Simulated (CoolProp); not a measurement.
Computed with CoolProp (reference Helmholtz-energy equation of state, Gedanitz 2015).

Question: For cyclopentane, give the phase and the density (kg/m³), cp (kJ/(kg K)), cv (kJ/(kg K)), expansivity (1/kK) at 515.1 K and 6160 kPa; 550 K and 6160 kPa.

Answer: 
- 515.1 K and 6160 kPa: supercritical; density 430, cp 3.87, cv 2.25, expansivity 9.57
- 550 K and 6160 kPa: supercritical; density 195, cp 4.38, cv 2.39, expansivity 16.8
